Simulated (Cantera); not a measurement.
An isothermal, constant-pressure homogeneous reactor starts with CO : O2 : H2O : N2 = 0.0053 : 0.0028 : 0.0032 : 1 (molar parts), equivalence ratio 0.95, at 1023 K and 8.50 bar.

Detailed kinetics in Cantera: GRI-Mech 3.0 (53 species, 325 reactions).

x: mole fraction; the columns are a selection and need not sum to one.

```csv
t (s),x CO,x O2,x H2O,x CO2,x OH
0.000400,0.00524,0.00277,0.00316,1.52e-10,1.32e-12
0.00126,0.00524,0.00277,0.00316,7.41e-10,2.77e-12
0.00400,0.00524,0.00277,0.00316,4.20e-9,6.75e-12
0.0126,0.00524,0.00277,0.00316,3.52e-8,2.51e-11
0.0400,0.00524,0.00277,0.00316,6.46e-7,2.28e-10
0.126,0.00519,0.00274,0.00316,5.19e-5,6.44e-9
0.400,0.00481,0.00256,0.00316,(withheld),7.63e-9
1.26,(withheld),(withheld),0.00316,(withheld),7.77e-9
4.00,0.00190,0.00110,0.00316,0.00335,6.64e-9
```

What belongs in the gaps?


- 0.400, x CO2: 0.000430
- 1.26, x CO: 0.00377
- 1.26, x O2: 0.00204
- 1.26, x CO2: 0.00147
